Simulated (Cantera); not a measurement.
Input (Python, Cantera) and output of one run.

```python
import numpy as np
import cantera as ct

gas_names = """
    AL ALBr ALBr3 ALN ALO ALO2 AL2 AL2Br6 AL2O AL2O2 Br Br2 N NO NO2 NO3 N2 N2O O O2 O3
""".split()
cond_names = """
    AL(cr) AL(L) ALBr3(s) ALBr3(L) ALN(s) AL2O3(a) AL2O3(L) Br2(cr) Br2(L)
""".split()


# ... load() reads the species with a 1 bar reference pressure and builds the phases ...
atoms = {
    'AlBr3': {'AL': 1, 'Br': 3},
    'O2': {'O': 2},
    'N2': {'N': 2},
}
top_T = {'ALN(s)': 2750}  # K; cautious upper limits of use, not melting points


# ... equilibrate(T, P, feed) seeds the gas with the atoms and calls Mixture.equilibrate('TP', solver="vcs", rtol=1e-11, max_steps=5000) ...
results = []
feed = {'AlBr3': 1, 'O2': 0.44, 'N2': 71}  # mol
P = 1000  # Pa
for T in [650, 800, 950, 1100, 1250, 1400, 1550, 1700, 1850, 2000]:
    mix = equilibrate(T, P, feed)
    results.append((T, P, feed, dict(zip(mix.species_names, mix.species_moles))))
    x = sorted(zip(gas.X, gas.species_names), reverse=True)
    print(f"T = {T:g} K  P = {P:g} Pa  gas = {mix.phase_moles(0):.4g} mol")
    print("   x: " + "  ".join(f"{s} {v:.3e}" for v, s in x if v > 0.0001))
    print("   condensed (mol): " + ("  ".join(f"{mix.phase(i).name} {mix.phase_moles(i):.4g}"
          for i in range(1, mix.n_phases) if mix.phase_moles(i) > 1e-12) or "none"))
```

It prints:

```
T = 650 K  P = 1000 Pa  gas = 72.29 mol
   x: N2 9.821e-01  Br2 1.217e-02  ALBr3 5.690e-03
   condensed (mol): AL2O3(a) 0.2933
T = 800 K  P = 1000 Pa  gas = 72.31 mol
   x: N2 9.819e-01  Br2 1.200e-02  ALBr3 5.716e-03  Br 3.322e-04
   condensed (mol): AL2O3(a) 0.2933
T = 950 K  P = 1000 Pa  gas = 72.41 mol
   x: N2 9.806e-01  Br2 1.057e-02  ALBr3 5.708e-03  Br 3.170e-03
   condensed (mol): AL2O3(a) 0.2933
T = 1100 K  P = 1000 Pa  gas = 72.76 mol
   x: N2 9.759e-01  Br 1.271e-02  Br2 5.742e-03  ALBr3 5.681e-03
   condensed (mol): AL2O3(a) 0.2933
T = 1250 K  P = 1000 Pa  gas = 73.08 mol
   x: N2 9.715e-01  Br 2.158e-02  ALBr3 5.656e-03  Br2 1.250e-03
   condensed (mol): AL2O3(a) 0.2933
T = 1400 K  P = 1000 Pa  gas = 73.16 mol
   x: N2 9.705e-01  Br 2.367e-02  ALBr3 5.650e-03  Br2 1.954e-04
   condensed (mol): AL2O3(a) 0.2933
T = 1550 K  P = 1000 Pa  gas = 73.18 mol
   x: N2 9.703e-01  Br 2.405e-02  ALBr3 5.610e-03
   condensed (mol): AL2O3(a) 0.2933
T = 1700 K  P = 1000 Pa  gas = 73.43 mol
   x: N2 9.669e-01  Br 2.741e-02  ALBr3 3.897e-03  ALBr 1.732e-03
   condensed (mol): AL2O3(a) 0.2933
T = 1850 K  P = 1000 Pa  gas = 73.94 mol
   x: N2 9.603e-01  Br 3.411e-02  ALBr 5.151e-03  ALBr3 4.347e-04
   condensed (mol): AL2O3(a) 0.2933
T = 2000 K  P = 1000 Pa  gas = 74 mol
   x: N2 9.595e-01  Br 3.495e-02  ALBr 5.522e-03
   condensed (mol): AL2O3(a) 0.2932
```

These are equilibrium values from Cantera (NASA tables, ideal gas, pure condensed phases), not measurements of a reactor.
